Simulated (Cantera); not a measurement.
Input: 1 mol SiH4, 2.6 mol N2, held at 2050 K and 10.0 Torr.

These are equilibrium values from Cantera (NASA tables, ideal gas, pure condensed phases), not measurements of a reactor. Candidate condensed phases: Si, Si3N4; 18 gas species. The tables' values for SiN are old estimates; treat these amounts as uncertain. Gases not in the tables: Si2H6 and higher silanes. Kinetics and transport are ignored.

### Question
What is the equilibrium state?

### Answer
| Quantity | Value |
|---|---|
| x(N2) | 0.558 |
| x(H2) | 0.423 |
| x(H) | 0.0128 |
| x(Si) | 0.00580 |
| x(SiH) | 0.000263 |
| x(Si2N) | 0.000145 |
| x(SiN) | 0.000116 |
| x(Si2) | 6.76e-5 |
| x(SiH2) | 5.92e-5 |
| n(Si(l)) | 0.969 mol |
| gas amount | 4.658 mol |
